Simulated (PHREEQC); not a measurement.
A solution holds 29 mmol/kgw ZnCl2 and 0.31 mmol/kgw FeSO4, at 25 °C. Closed to the air; pH follows from the charge balance.

All values are PHREEQC results (ion-association model, phreeqc.dat), not measurements.

Each row changes one thing in this solution. No solid was allowed to form.

```json
[
 {"case": "as made", "pH": "5.30", "ionic strength (mol/kgw)": "0.0842", "Cl- (mol/kgw)": "0.0562"},
 {"case": "ZnCl2 from 0.029 to 0.0029 mol/kgw", "pH": "(withheld)", "ionic strength (mol/kgw)": "0.00957", "Cl- (mol/kgw)": "(withheld)"},
 {"case": "FeSO4 from 0.00031 to 0.00155 mol/kgw", "pH": "5.31", "ionic strength (mol/kgw)": "0.0867", "Cl- (mol/kgw)": "0.0563"},
 {"case": "FeSO4 left out", "pH": "5.30", "ionic strength (mol/kgw)": "0.0835", "Cl- (mol/kgw)": "0.0562"},
 {"case": "ZnCl2 replaced by LiCl at the same molality", "pH": "6.60", "ionic strength (mol/kgw)": "0.0302", "Cl- (mol/kgw)": "0.0290"},
 {"case": "FeSO4 replaced by NaHSO4 at the same molality", "pH": "3.59", "ionic strength (mol/kgw)": "0.0839", "Cl- (mol/kgw)": "0.0562"},
 {"case": "FeSO4 replaced by CuSO4 at the same molality", "pH": "5.28", "ionic strength (mol/kgw)": "0.0841", "Cl- (mol/kgw)": "0.0562"},
 {"case": "FeSO4 replaced by MnSO4 at the same molality", "pH": "5.30", "ionic strength (mol/kgw)": "0.0841", "Cl- (mol/kgw)": "0.0562"}
]
```

Q: Some entries are withheld; supply them.

A: 
- ZnCl2 from 0.029 to 0.0029 mol/kgw, pH: 5.80
- ZnCl2 from 0.029 to 0.0029 mol/kgw, Cl- (mol/kgw): 0.00577
